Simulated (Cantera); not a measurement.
A freely propagating, adiabatic, planar premixed flame of H₂ : O₂ : N₂ = 1 : 0.238 : 0.895 (molar parts), equivalence ratio 2.1, unburnt at 525 K and 3.40 bar; mixture-averaged transport, grid criteria slope 0.08 and curve 0.16, no radiation.

Detailed kinetics in Cantera: the H2/O2 subset of GRI-Mech 3.0, which has no nitrogen chemistry. The hydrogen kinetics of GRI-Mech 3.0 are dated; newer H2 mechanisms differ, most at raised pressure. Burning velocities carry a grid error of a few per cent, more on coarse grids.

### Question
How do the results move with these cheaper or finer settings: unity-Lewis-number transport; multicomponent transport; multicomponent+Soret transport; grid criteria slope 0.5, curve 1; grid criteria slope 0.25, curve 0.5; grid criteria slope 0.03, curve 0.06?

### Answer
```tsv
setting	laminar burning velocity	thermal thickness	peak x(O)	peak x(HO₂)	grid points
as above	726 cm/s	0.0883 mm	0.00248	0.000728	115
unity-Lewis-number transport	447 cm/s	0.0850 mm	0.00174	0.000511	110
multicomponent transport	711 cm/s	0.0890 mm	0.00242	0.000723	115
multicomponent+Soret transport	687 cm/s	0.0865 mm	0.00245	0.000736	115
grid criteria slope 0.5, curve 1	790 cm/s	0.112 mm	0.00228	0.000647	41
grid criteria slope 0.25, curve 0.5	734 cm/s	0.0987 mm	0.00232	0.000710	53
grid criteria slope 0.03, curve 0.06	725 cm/s	0.0863 mm	0.00253	0.000734	255
```
Unity Lewis numbers drop preferential diffusion, which matters most where H2 and H carry the flame; Soret adds thermal diffusion.
